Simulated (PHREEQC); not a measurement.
**Acid mine or pickling water (model solution)**

Model water analysis in mg/kgw, 25 °C, pH 2, pe 8.9: Na 501; K 10.9; Ca 877; Mg 25.8; Cl 887; S(6) as SO4 3090; Zn 63.6; Cd 1.72; Al 1.67; Cu(2) 50.8.

Valence states are taken as typed.

All values are PHREEQC results (ion-association model, wateq4f.dat), not measurements.

This is a speciation only: nothing precipitates in the calculation.

Q: Estimate the ionic strength.

A: ionic strength 0.0984 mol/kgw.

Q: In which forms is Na present?

A: Na+ 97 %, NaSO4- 2.9 % of the Na.

Examples of supersaturated solids here: Gypsum. Others may be too. Species that the database lacks are ignored.
